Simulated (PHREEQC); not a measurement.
Solution (25 °C and 10 atm): 63 mmol/kgw NaHCO3 and 0.085 mmol/kgw Na2CO3. Closed to the air; pH follows from the charge balance.

The numbers come from PHREEQC with the ion-association model, phreeqc.dat.

Question: The ionic strength comes out as 0.0621 mol/kgw. What activity coefficients do OH-, NaCO3-, HCO3-, CO3-2, Na+ get?

Answer: OH- 0.80, NaCO3- 0.81, HCO3- 0.82, CO3-2 0.44, Na+ 0.81.

No solid was allowed to form. Complexes and solids missing from the database can't appear.
